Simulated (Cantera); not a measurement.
Cantera run:

```python
import numpy as np
import cantera as ct

gas_names = [...]  # 113 gases of nasa_gas.yaml made of C, H, O, Pb
cond_names = """
    C(gr) C6H6(L) C7H8(L) C8H18(L),n-octa H2O(s) H2O(L) Pb(cr) Pb(L) PbO(rd) PbO(yw) PbO(L) PbO2(s)
    Pb3O4(s)
""".split()


# ... load() reads the species with a 1 bar reference pressure and builds the phases ...
atoms = {
    'Pb': {'Pb': 1},
    'CO2': {'C': 1, 'O': 2},
    'H2': {'H': 2},
}
top_T = {'C(gr)': 4500, 'Pb3O4(s)': 820}  # K; cautious upper limits of use, not melting points


# ... equilibrate(T, P, feed) seeds the gas with the atoms and calls Mixture.equilibrate('TP', solver="vcs", rtol=1e-11, max_steps=5000) ...
results = []
T = 1675  # K
P = 70000  # Pa
for m in [21, 41, 62, 83, 100, 120, 140, 170, 190, 210]:
    feed = {'Pb': 1, 'CO2': 9.8, 'H2': m}  # mol
    mix = equilibrate(T, P, feed)
    results.append((T, P, feed, dict(zip(mix.species_names, mix.species_moles))))

top = {s: max(r[3][s] / sum(r[3][g] for g in gas_names) for r in results) for s in gas_names}
cols = sorted((s for s in top if top[s] > 0.0001), key=lambda s: -top[s])[:7]
seen = [c for c in cond_names if any(r[3].get(c, 0) > 1e-12 for r in results)]
print("log10 of partial pressures in bar; condensed amounts in mol")
print(f"{'n(H2)':>10s}" + "".join(f"{s[:9]:>10s}" for s in cols + seen))
for T, P, feed, n in results:
    ng = sum(n[g] for g in gas_names)
    print(f"{feed['H2']:10.4g}" + "".join(f"{np.log10(max(n[s] / ng * P / 1e5, 1e-99)):10.3f}" for s in cols)
          + "".join(f"{n.get(c, 0):10.4g}" for c in seen))
```

Output:

```
log10 of partial pressures in bar; condensed amounts in mol
     n(H2)        H2        CO       H2O       CO2        Pb         H
        21    -0.551    -0.743    -0.743    -1.456    -1.658    -4.210
        41    -0.365    -0.914    -0.914    -1.983    -1.870    -4.117
        62    -0.295    -1.048    -1.048    -2.322    -2.017    -4.083
        83    -0.260    -1.152    -1.152    -2.565    -2.127    -4.065
       100    -0.243    -1.222    -1.222    -2.721    -2.200    -4.057
       120    -0.228    -1.291    -1.292    -2.875    -2.272    -4.049
       140    -0.218    -1.352    -1.352    -3.006    -2.333    -4.044
       170    -0.207    -1.429    -1.429    -3.171    -2.412    -4.039
       190    -0.202    -1.473    -1.473    -3.266    -2.458    -4.036
       210    -0.197    -1.514    -1.514    -3.351    -2.499    -4.034
```

Equilibrium computed with Cantera from the NASA thermochemical tables; the gas is ideal and each condensed phase is pure.
